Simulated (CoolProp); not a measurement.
Carbon monoxide along the isobar 0.624 MPa: density (kg/m³) from the reference equation and from simpler models built on Tc = -140.3 °C, pc = 3.498 MPa, ω = 0.050; each cubic takes its own stable root.

Values from CoolProp's reference Helmholtz-energy equation of state, Lemmon 2006. It is a short technical equation, of lower accuracy than the large ones.

| T (°C) | phase | reference | ideal gas | van der Waals | Redlich-Kwong | Peng-Robinson |
|---|---|---|---|---|---|---|
| -153.95 | gas | 19.32 | 17.64 | 19.03 | 19.35 | 19.51 |
| -146.75 | gas | 17.93 | 16.63 | 17.75 | 17.96 | 18.10 |
| -139.45 | gas | 16.74 | 15.72 | 16.63 | 16.76 | 16.88 |
| -132.25 | gas | 15.73 | 14.92 | 15.67 | 15.75 | 15.85 |
| -125.05 | gas | 14.85 | 14.19 | 14.81 | 14.87 | 14.95 |
| -117.75 | gas | 14.06 | 13.53 | 14.05 | 14.08 | 14.15 |
| -110.55 | gas | 13.37 | 12.93 | 13.37 | 13.38 | 13.44 |
| -103.35 | gas | 12.74 | 12.38 | 12.75 | 12.76 | 12.81 |
| -96.15 | gas | 12.18 | 11.88 | 12.19 | 12.19 | 12.23 |
| -88.85 | gas | 11.66 | 11.41 | 11.68 | 11.67 | 11.71 |
| -81.65 | gas | 11.19 | 10.98 | 11.21 | 11.20 | 11.23 |
| -74.45 | gas | 10.76 | 10.58 | 10.78 | 10.77 | 10.80 |
| -67.25 | gas | 10.36 | 10.21 | 10.39 | 10.37 | 10.39 |
| -59.95 | gas | 9.987 | 9.860 | 10.01 | 9.996 | 10.02 |
| -52.75 | gas | 9.645 | 9.538 | 9.672 | 9.654 | 9.672 |
